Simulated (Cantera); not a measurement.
Hydrocarbon pyrolysis for carbon deposition

An isothermal, constant-pressure homogeneous reactor starts with 4.76 % C2H4, 95.2 % H2, at 1250 K and 20.0 Torr.

Cantera simulation using GRI-Mech 3.0 (53 species, 325 reactions); the numbers are that mechanism's predictions, not measurements. GRI-Mech 3.0 was tuned for natural gas; its chemistry of ethylene as a main component is partial and can be far from experiment. GRI-Mech 3.0 stops at C3 and has no aromatics, soot or wall deposition, so with more carbon than oxygen in the feed, carbon stays in small species such as C2H2 where larger ones or solid carbon would form. Radical loss at walls, strong at low pressure, is not modelled.

```tsv
t (s)	x C2H4	x H2	x C2H2	x H	x C2H6	x CH4	x C2H
1.00e-5	0.0476	0.952	6.15e-9	2.14e-12	<1e-12	<1e-12	<1e-12
3.98e-5	0.0476	0.952	2.45e-8	9.80e-12	<1e-12	<1e-12	<1e-12
0.000158	0.0476	0.952	9.76e-8	4.68e-11	3.39e-12	<1e-12	<1e-12
0.000631	0.0476	0.952	3.88e-7	2.08e-10	2.34e-11	<1e-12	<1e-12
0.00251	0.0476	0.952	1.55e-6	8.52e-10	1.69e-10	<1e-12	<1e-12
0.0100	0.0476	0.952	6.18e-6	3.43e-9	1.77e-9	1.18e-11	<1e-12
0.0398	0.0476	0.952	2.49e-5	1.42e-8	2.46e-8	6.23e-10	<1e-12
0.158	0.0475	0.952	0.000105	9.04e-8	4.68e-7	4.27e-8	<1e-12
0.631	0.0459	0.952	0.00155	5.77e-6	4.69e-5	2.18e-5	2.74e-12
2.51	0.0276	0.953	0.0187	9.16e-6	5.25e-5	0.000656	5.23e-11
10.0	0.00765	0.953	0.0374	8.74e-6	1.42e-5	0.00165	9.96e-11
```
x: mole fraction; the columns are a selection and need not sum to one.

Equilibrium at this temperature and pressure: C2H4 0.00210, H2 0.920, C2H2 0.0151, H 2.86e-6, C2H6 4.40e-6, CH4 0.0625, C2H 1.36e-11 (gas phase only).
